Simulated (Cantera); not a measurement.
An isothermal, constant-pressure homogeneous reactor starts with 0.745 % CO, 6.85 % O2, 5.72 % H2O, 86.7 % N2, equivalence ratio 0.054, at 975 K and 10.0 bar.

Cantera simulation using GRI-Mech 3.0 (53 species, 325 reactions); the numbers are that mechanism's predictions, not measurements.

x: mole fraction; the columns are a selection and need not sum to one.

| t (s) | x CO | x O2 | x H2O | x O | x NO | x CO2 |
|---|---|---|---|---|---|---|
| 2.00e-5 | 0.00745 | 0.0685 | 0.0572 | 5.03e-11 | <1e-12 | 7.46e-11 |
| 5.70e-5 | 0.00745 | 0.0685 | 0.0572 | 1.05e-10 | <1e-12 | 2.93e-10 |
| 0.000162 | 0.00745 | 0.0685 | 0.0572 | 1.52e-10 | <1e-12 | 1.20e-9 |
| 0.000462 | 0.00745 | 0.0685 | 0.0572 | 1.62e-10 | <1e-12 | 4.51e-9 |
| 0.00132 | 0.00745 | 0.0685 | 0.0572 | 1.68e-10 | <1e-12 | … |
| 0.00375 | 0.00745 | 0.0685 | 0.0572 | 1.89e-10 | <1e-12 | 9.03e-8 |
| 0.0107 | 0.00745 | 0.0685 | 0.0572 | 2.62e-10 | <1e-12 | 6.19e-7 |
| 0.0304 | 0.00745 | 0.0685 | 0.0572 | 6.09e-10 | <1e-12 | 6.02e-6 |
| 0.0866 | 0.00737 | 0.0684 | 0.0572 | … | <1e-12 | … |
| 0.247 | 0.00683 | 0.0682 | 0.0572 | 3.79e-9 | <1e-12 | 0.000625 |
| 0.702 | 0.00543 | 0.0675 | 0.0573 | 2.91e-9 | <1e-12 | 0.00204 |
| 2.00 | 0.00319 | 0.0665 | 0.0573 | 1.48e-9 | <1e-12 | 0.00428 |

Question: Some entries are withheld; supply them.

Answer: 
- 0.00132, x CO2: 1.79e-8
- 0.0866, x O: 2.40e-9
- 0.0866, x CO2: 8.09e-5
